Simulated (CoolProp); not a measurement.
Properties of tetrahydrofuran along the isobar 9.5 MPa (Tc = 267.0 °C, pc = 5.304 MPa, ω = 0.234).

Values from CoolProp's reference Helmholtz-energy equation of state, Fiedler 2023.

| T (°C) | phase | Z | fugacity coefficient |
|---|---|---|---|
| 32.65 | liquid | 0.3055 | 0.004236 |
| 46.65 | liquid | 0.2971 | 0.007228 |
| 60.65 | liquid | 0.2897 | 0.01167 |
| 74.75 | liquid | 0.2830 | 0.01802 |
| 88.75 | liquid | 0.2772 | 0.02660 |
| 102.75 | liquid | 0.2721 | 0.03783 |
| 116.75 | liquid | 0.2677 | 0.05209 |
| 130.75 | liquid | 0.2640 | 0.06968 |
| 144.75 | liquid | 0.2610 | 0.09082 |
| 158.75 | liquid | 0.2586 | 0.1157 |
